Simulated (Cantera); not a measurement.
## Low-pressure radical oxidation in H2/O2

An isothermal, constant-pressure homogeneous reactor starts with 4.81 % H2, 43.7 % O2, 48.1 % N2, 3.37 % H2O, equivalence ratio 0.055, at 1400 K and 4.80 Torr.

Cantera simulation using GRI-Mech 3.0 (53 species, 325 reactions); the numbers are that mechanism's predictions, not measurements. Radical loss at walls, strong at low pressure, is not modelled. The temperature is held fixed by assumption; the heat of reaction is taken as removed at once.

```csv
t (s),x H2,x O2,x HO2,x H,x H2O2,x N2O,x NO2
9.00e-6,0.0481,0.437,2.15e-9,2.03e-9,<1e-12,<1e-12,<1e-12
6.84e-5,0.0481,0.437,1.63e-8,1.26e-8,5.52e-12,<1e-12,<1e-12
0.000520,0.0481,0.437,1.24e-7,1.82e-7,2.93e-10,<1e-12,<1e-12
0.00395,0.00476,0.405,8.38e-7,0.0109,4.20e-8,4.43e-10,<1e-12
0.0300,0.00213,0.403,8.01e-7,0.00926,3.30e-8,2.49e-9,1.79e-12
0.228,0.00128,0.412,7.16e-7,0.00410,2.97e-8,3.16e-9,1.23e-11
1.73,0.000123,0.422,2.31e-7,0.000115,1.11e-8,6.79e-9,7.89e-11
13.2,4.32e-6,0.423,3.04e-8,7.50e-7,1.43e-9,8.26e-9,3.54e-10
100,7.45e-7,0.423,3.93e-8,5.38e-8,4.91e-10,3.25e-9,1.30e-9
```
x: mole fraction; the columns are a selection and need not sum to one.

Equilibrium at this temperature and pressure: H2 7.32e-7, O2 0.423, HO2 3.95e-8, H 5.24e-8, H2O2 4.87e-10, N2O 3.28e-9, NO2 6.87e-7 (gas phase only).
